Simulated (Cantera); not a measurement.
Input (Python, Cantera) and output of one run.

```python
import numpy as np
import cantera as ct

gas_names = """
    C CH CH2 CH3 CH2OH CH3O CH4 CH3OH CO CO2 COOH C2 C2H CHCO,ketyl C2H2,acetylene C2H2,vinylidene
    CH2CO,ketene C2H3,vinyl CH3CO,acetyl C2H4 C2H4O,ethylen CH3CHO,ethanal CH3COOH (HCOOH)2 C2H5 C2H6
    CH3OCH3 C2H5OH C2O C3 C3H3,propargyl C3H4,allene C3H4,propyne C3H4,cyclo- C3H5,allyl C3H6,propylene
    C3H6,cyclo- C3H6O C3H7,n-propyl C3H7,i-propyl C3H8 C3H8O,1propanol C3H8O,2propanol C3O2 C4 C4H2
    C4H4,1,3-cyclo- C4H6,butadiene C4H6,2-butyne C4H6,cyclo- C4H8,1-butene C4H8,cis2-buten
    C4H8,tr2-butene C4H8,isobutene C4H8,cyclo- (CH3COOH)2 C4H9,n-butyl C4H9,i-butyl C4H9,s-butyl
    C4H9,t-butyl C4H10,isobutane C4H10,n-butane C5 C5H6,1,3cyclo- C5H8,cyclo- C5H10,1-pentene
    C5H10,cyclo- C5H11,pentyl C5H11,t-pentyl C5H12,n-pentane C5H12,i-pentane CH3C(CH3)2CH3 C6H2
    C6H5,phenyl C6H5O,phenoxy C6H6 C6H5OH,phenol C6H10,cyclo- C6H12,1-hexene C6H12,cyclo- C6H13,n-hexyl
    C7H7,benzyl C7H8 C7H8O,cresol C7H14,1-heptene C7H15,n-heptyl C7H16,n-heptane C8H8,styrene
    C8H10,ethylbenz C8H16,1-octene C8H17,n-octyl C8H18,isooctane C8H18,n-octane C9H19,n-nonyl
    C10H8,naphthale C10H21,n-decyl C12H9,o-bipheny C12H10,bipheny H HCO HO2 H2 HCHO,formaldehy HCOOH H2O
    H2O2 O OH O2 O3
""".split()
cond_names = """
    C(gr) C6H6(L) C7H8(L) C8H18(L),n-octa H2O(s) H2O(L)
""".split()


def load(file, names, dense=False):
    # The tables refer to 1 bar. Condensed volumes are neglected.
    table = {s.name: s for s in ct.Species.list_from_file(file)}
    out = []
    for n in names:
        d = dict(table[n].input_data)
        d["thermo"] = dict(d["thermo"], **{"reference-pressure": 1e5})
        if dense:
            d["equation-of-state"] = {"model": "constant-volume", "density": "1e6 g/cm^3"}
        out.append(ct.Species.from_dict(d))
    return out


gas = ct.Solution(thermo="ideal-gas", species=load("nasa_gas.yaml", gas_names))
cond = {s.name: ct.Solution(thermo="fixed-stoichiometry", species=[s], name=s.name)
        for s in load("nasa_condensed.yaml", cond_names, dense=True)}
atoms = {
    'C2H2': {'C': 2, 'H': 2},
    'CO2': {'C': 1, 'O': 2},
    'O2': {'O': 2},
}
top_T = {'C(gr)': 4500}  # K; cautious upper limits of use, not melting points


def equilibrate(T, P, feed):
    n = {}
    for name, mol in feed.items():
        for a, k in atoms[name].items():
            n[a] = n.get(a, 0.0) + k * mol
    gas.TPX = T, P, n
    mass = sum(n.values()) * gas.mean_molecular_weight
    gas.equilibrate("TP")
    valid = [c for c in cond.values() if c.min_temp <= T <= top_T.get(c.name, c.max_temp)]
    mix = ct.Mixture([(gas, mass / gas.mean_molecular_weight)] + [(c, 0.0) for c in valid])
    mix.T, mix.P = T, P
    mix.equilibrate("TP", solver="vcs", rtol=1e-11, max_steps=5000)
    return mix


results = []
feed = {'C2H2': 1, 'CO2': 0.23, 'O2': 0.025}  # mol
T = 948  # K
for P in [10, 160, 2500, 40000, 630000, 10000000]:
    mix = equilibrate(T, P, feed)
    results.append((T, P, feed, dict(zip(mix.species_names, mix.species_moles))))

top = {s: max(r[3][s] / sum(r[3][g] for g in gas_names) for r in results) for s in gas_names}
cols = sorted((s for s in top if top[s] > 0.001), key=lambda s: -top[s])[:9]
seen = [c for c in cond_names if any(r[3].get(c, 0) > 1e-12 for r in results)]
print("log10 of partial pressures in bar; condensed amounts in mol")
print(f"{'P/Pa':>10s}" + "".join(f"{s[:9]:>10s}" for s in cols + seen))
for T, P, feed, n in results:
    ng = sum(n[g] for g in gas_names)
    print(f"{P:10.4g}" + "".join(f"{np.log10(max(n[s] / ng * P / 1e5, 1e-99)):10.3f}" for s in cols)
          + "".join(f"{n.get(c, 0):10.4g}" for c in seen))
```

Output:

```
log10 of partial pressures in bar; condensed amounts in mol
      P/Pa        H2       H2O       CH4        CO       CO2     C(gr)
        10    -4.179    -8.664    -9.123    -4.471    -8.700      1.72
       160    -2.975    -6.257    -6.715    -3.268    -6.293     1.721
      2500    -1.782    -3.883    -4.329    -2.087    -3.931     1.732
     4e+04    -0.597    -1.627    -1.959    -1.017    -1.790     1.817
   6.3e+05     0.409     0.158     0.053    -0.237    -0.231     1.863
     1e+07     1.158     1.555     1.550     0.412     1.067      1.82
```

Method: chemical equilibrium by Gibbs-energy minimisation in Cantera with the NASA 1993 tables (ideal gas, pure condensed phases). The ideal-gas law is rough above about 30 bar.
